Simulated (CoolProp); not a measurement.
Vapour-liquid equilibrium of propane (1) + n-butane (2) at -12.45 °C; x and y are mole fractions of (1).

Model: multi-fluid Helmholtz-energy mixture model, Lemmon 2009 and Bücker 2006; pair parameters Kunz 2012, in CoolProp.

| x | bubble pressure, mixture model (MPa) | bubble pressure, Raoult's law (MPa) | y, mixture model | y, Raoult's law |
|---|---|---|---|---|
| 0.05 | 0.07476 | 0.07557 | 0.197 | 0.210 |
| 0.2 | 0.1114 | 0.1139 | 0.539 | 0.559 |
| 0.35 | 0.1489 | 0.1522 | 0.715 | 0.732 |
| 0.5 | 0.1870 | 0.1905 | 0.822 | 0.835 |
| 0.65 | 0.2256 | 0.2288 | 0.895 | 0.904 |
| 0.8 | 0.2647 | 0.2671 | 0.948 | 0.953 |
| 0.95 | 0.3046 | 0.3054 | 0.988 | 0.990 |

The largest gap from Raoult's law is -2.2 % in bubble pressure, at x = 0.2. No azeotrope shows between x = 0.05 and 0.95.

The pair parameters rest on a limited set of measurements; away from them the model extrapolates.
